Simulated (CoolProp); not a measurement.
The fluid at 293.15 K and 0.611 MPa is throttled through a valve to 0.188 MPa with no heat exchange. The same conditions are run with several fluids, on thermodynamics alone (safety and materials aside).

Computed with CoolProp (reference Helmholtz-energy equation of state of each fluid (CH3F (R41): Lemmon 2006; CH2F2 (R32): Tillner-Roth 1997; nitrous oxide: Lemmon 2006; R410A: Lemmon 2003; carbon dioxide: Span 1996)). Blends and air are pseudo-pure fits.

```csv
fluid,temperature change (K),final density (kg/m³)
CH3F (R41),-8.3,2.75
CH2F2 (R32),-12.1,4.31
nitrous oxide,-4.9,3.49
R410A,-9.7,5.97
carbon dioxide,-4.9,3.49
```
